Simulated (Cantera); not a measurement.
What does this Cantera script print?

```python
import numpy as np
import cantera as ct

gas_names = """
    CL CL2 H HCL H2 N NH NH2 NH3 N2 N2H2 N2H4 Si SiCL SiCL2 SiCL3 SiCL4 SiH SiHCL3 SiH2 SiH2CL2 SiH3
    SiH3CL SiH4 SiN Si2 Si2N Si3
""".split()
cond_names = """
    NH4CL(a) NH4CL(b) Si(cr) Si(L) Si3N4(a)
""".split()


# ... load() reads the species with a 1 bar reference pressure and builds the phases ...
atoms = {
    'SiHCl3': {'Si': 1, 'H': 1, 'CL': 3},
    'HCl': {'H': 1, 'CL': 1},
    'N2': {'N': 2},
}
top_T = {'Si3N4(a)': 2400}  # K; cautious upper limits of use, not melting points


# ... equilibrate(T, P, feed) seeds the gas with the atoms and calls Mixture.equilibrate('TP', solver="vcs", rtol=1e-11, max_steps=5000) ...
results = []
feed = {'SiHCl3': 1, 'HCl': 1.4, 'N2': 42}  # mol
T = 1550  # K
P = 100000  # Pa
mix = equilibrate(T, P, feed)
results.append((T, P, feed, dict(zip(mix.species_names, mix.species_moles))))
x = sorted(zip(gas.X, gas.species_names), reverse=True)
print(f"T = {T:g} K  P = {P:g} Pa  gas = {mix.phase_moles(0):.4g} mol")
print("   x: " + "  ".join(f"{s} {v:.3e}" for v, s in x if v > 1e-05))
print("   condensed (mol): " + ("  ".join(f"{mix.phase(i).name} {mix.phase_moles(i):.4g}"
      for i in range(1, mix.n_phases) if mix.phase_moles(i) > 1e-12) or "none"))
```

Output:

```
T = 1550 K  P = 100000 Pa  gas = 44.7 mol
   x: N2 9.355e-01  HCL 4.299e-02  SiCL4 9.797e-03  H2 5.276e-03  SiCL3 3.256e-03  SiCL2 3.014e-03  SiHCL3 1.478e-04  CL 1.488e-05
   condensed (mol): Si3N4(a) 0.09172
```

Method: chemical equilibrium by Gibbs-energy minimisation in Cantera with the NASA 1993 tables (ideal gas, pure condensed phases). The tables' values for SiCl3 are old estimates; treat these amounts as uncertain.
